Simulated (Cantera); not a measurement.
A closed system holds: 1 mol Zr, 0.065 mol H₂O, held at 46.5 Torr.

Equilibrium computed with Cantera from the NASA thermochemical tables; the gas is ideal and each condensed phase is pure. Candidate condensed phases: H₂O, Zr, ZrO₂; 12 gas species. Mutual solubility and eutectic melting of coexisting phases are not modelled. Condensed phases not in the tables: N, O or C dissolved in the metal. Equilibrium is a limit: real reactors are often held back by kinetics, nucleation or transport.

x: gas mole fraction; n: condensed amount in mol.

```csv
T (K),x H₂,x H,x ZrO,x H₂O,x Zr,x ZrO₂,n Zr(β),n ZrO₂(monoclinic),n ZrO₂(tetragonal),n Zr(l)
1350,1.000,9.57e-6,<1e-12,2.33e-10,<1e-12,<1e-12,0.968,0.0325,0,0
1450,1.000,___,<1e-12,___,<1e-12,<1e-12,0.968,0.0325,0,0
1550,1.000,___,___,___,1.07e-12,<1e-12,0.968,0,0.0325,0
1650,1.000,0.000365,3.24e-10,2.66e-8,1.82e-11,<1e-12,0.968,0,0.0325,0
1750,0.999,0.000934,4.24e-9,8.91e-8,2.24e-10,<1e-12,0.968,0,0.0325,0
1850,0.998,0.00216,4.18e-8,2.61e-7,2.10e-9,1.22e-11,0.968,0,0.0325,0
1950,0.995,0.00459,3.24e-7,6.81e-7,1.57e-8,1.62e-10,0.968,0,0.0325,0
2050,0.991,0.00907,2.05e-6,1.62e-6,9.57e-8,1.67e-9,0.968,0,0.0325,0
2150,0.983,0.0168,1.08e-5,3.55e-6,4.87e-7,1.37e-8,0,0,0.0325,0.968
```

What belongs in the gaps?


- 1550, x H: 0.000126
- 1550, x ZrO: 1.77e-11
- 1550, x H₂O: 6.80e-9
- 1450, x H: 3.80e-5
- 1450, x H₂O: 1.43e-9
